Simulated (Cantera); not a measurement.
Charge: 1 mol Hg, 0.44 mol O2, 12 mol N2, equilibrated at 923 K and 25.0 mbar.

Method: chemical equilibrium by Gibbs-energy minimisation in Cantera with the NASA 1993 tables (ideal gas, pure condensed phases). Candidate condensed phases: Hg, HgO; 10 gas species. Equilibrium is a limit: real reactors are often held back by kinetics, nucleation or transport.

Base state: N2 0.893, Hg 0.0744, O2 0.0327 (mole fractions); condensed: gas only.

Task: What changes in the equilibrium state with this change: Hg replaced by Fe(CO)5?

Result: 
```
species     before   after
----------  ------  ------
N2           0.893   0.706
CO               0   0.242
CO2              0  0.0518
Hg          0.0744       0
O2          0.0327   <1e-9
Fe(α), mol       0    1.00
```
Further candidate phases: C, Fe, Fe(CO)5, FeO, Fe2O3, Fe3O4.
